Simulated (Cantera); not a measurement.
A Cantera script and what it prints.

```python
import numpy as np
import cantera as ct

gas_names = [...]  # 123 gases of nasa_gas.yaml made of C, H, O, Si
cond_names = """
    C(gr) C6H6(L) C7H8(L) C8H18(L),n-octa H2O(s) H2O(L) Si(cr) Si(L) SiC(b) SiO2(Lqz) SiO2(hqz) SiO2(L)
""".split()


# ... load() reads the species with a 1 bar reference pressure and builds the phases ...
atoms = {
    'SiO2': {'Si': 1, 'O': 2},
    'C': {'C': 1},
    'H2': {'H': 2},
}
top_T = {'C(gr)': 4500, 'SiC(b)': 3050}  # K; cautious upper limits of use, not melting points


# ... equilibrate(T, P, feed) seeds the gas with the atoms and calls Mixture.equilibrate('TP', solver="vcs", rtol=1e-11, max_steps=5000) ...
results = []
feed = {'SiO2': 1, 'C': 0.73, 'H2': 0.29}  # mol
T = 1525  # K
P = 99  # Pa
mix = equilibrate(T, P, feed)
results.append((T, P, feed, dict(zip(mix.species_names, mix.species_moles))))
x = sorted(zip(gas.X, gas.species_names), reverse=True)
print(f"T = {T:g} K  P = {P:g} Pa  gas = {mix.phase_moles(0):.4g} mol")
print("   x: " + "  ".join(f"{s} {v:.3e}" for v, s in x if v > 1e-05))
print("   condensed (mol): " + ("  ".join(f"{mix.phase(i).name} {mix.phase_moles(i):.4g}"
      for i in range(1, mix.n_phases) if mix.phase_moles(i) > 1e-12) or "none"))
```

It prints:

```
T = 1525 K  P = 99 Pa  gas = 1.306 mol
   x: CO 4.739e-01  SiO 3.040e-01  H2 2.218e-01  H 3.541e-04
   condensed (mol): SiC(b) 0.111  SiO2(hqz) 0.4919
```

Method: chemical equilibrium by Gibbs-energy minimisation in Cantera with the NASA 1993 tables (ideal gas, pure condensed phases). Mutual solubility and eutectic melting of coexisting phases are not modelled. The tables hold silica as quartz up to 1696 K and as liquid above; real silica turns to tridymite and cristobalite and melts near 1996 K.
